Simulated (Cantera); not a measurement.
## Hydrocarbon pyrolysis for carbon deposition

An isothermal, constant-pressure homogeneous reactor starts with C₂H₆ : N₂ = 1 : 8.4 (molar parts), at 1550 K and 13300 Pa.

Cantera simulation using GRI-Mech 3.0 (53 species, 325 reactions); the numbers are that mechanism's predictions, not measurements. GRI-Mech 3.0 stops at C3 and has no aromatics, soot or wall deposition, so with more carbon than oxygen in the feed, carbon stays in small species such as C2H2 where larger ones or solid carbon would form.

| t (s) | x C₂H₆ | x C₂H₄ | x C₂H₂ | x HCN | x C₂H | x CH₄ | x H₂ |
|---|---|---|---|---|---|---|---|
| 0.000700 | 0.0150 | 0.0510 | 0.0150 | 3.41e-7 | 1.30e-7 | 0.0282 | 0.0673 |
| 0.00174 | 0.00133 | 0.0390 | 0.0365 | 4.07e-7 | 1.33e-7 | 0.0339 | 0.0952 |
| 0.00430 | 0.000119 | 0.0246 | 0.0511 | 4.11e-7 | 6.23e-8 | 0.0337 | 0.110 |
| 0.0107 | 2.07e-5 | 0.0147 | 0.0605 | 4.09e-7 | 3.25e-8 | 0.0332 | 0.119 |
| 0.0265 | 9.79e-6 | 0.00664 | 0.0681 | 4.06e-7 | 2.64e-8 | 0.0328 | 0.126 |
| 0.0656 | 9.71e-6 | 0.00125 | 0.0733 | 4.04e-7 | 2.96e-8 | 0.0321 | 0.132 |
| 0.163 | 9.21e-6 | 0.000367 | 0.0747 | 4.06e-7 | 3.09e-8 | 0.0307 | 0.134 |
| 0.403 | 7.61e-6 | 0.000350 | 0.0760 | 4.11e-7 | 3.19e-8 | 0.0276 | 0.138 |
| 1.00 | 5.01e-6 | 0.000334 | 0.0783 | 4.24e-7 | 3.40e-8 | 0.0219 | 0.146 |
x: mole fraction; the columns are a selection and need not sum to one.

Equilibrium at this temperature and pressure: C₂H₆ 2.38e-8, C₂H₄ 0.000172, C₂H₂ 0.0427, HCN 0.0888, C₂H 2.26e-8, CH₄ 0.00100, H₂ 0.174 (gas phase only).
